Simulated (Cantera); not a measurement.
An adiabatic, constant-pressure homogeneous reactor starts with CH4 : O2 : N2 : H2 = 1 : 1.54 : 14.9 : 0.026 (molar parts), equivalence ratio 1.3, at 1500 K and 3750 Torr.

Computed with Cantera and GRI-Mech 3.0 (53 species, 325 reactions).

Task: Predict: time of steepest temperature rise; temperature at 5.00 s; equilibrium temperature; x(O2) at 5.00 s; x(H) at 5.00 s; x(NO) at 5.00 s; x(HCN) at 5.00 s; x(H2O2) at 5.00 s.

Result: 
```json
{
  "time_of_steepest_temperature_rise": "0.861 ms",
  "temperature at 5.00 s": "2316 K",
  "equilibrium_temperature": "2316 K",
  "x(O2) at 5.00 s": "1.94e-5 (gas-phase equilibrium 1.94e-5)",
  "x(H) at 5.00 s": "0.000691 (gas-phase equilibrium 0.000691)",
  "x(NO) at 5.00 s": "0.000161 (gas-phase equilibrium 0.000161)",
  "x(HCN) at 5.00 s": "1.03e-8 (gas-phase equilibrium 1.03e-8)",
  "x(H2O2) at 5.00 s": "4.14e-9 (gas-phase equilibrium 4.14e-9)"
}
```
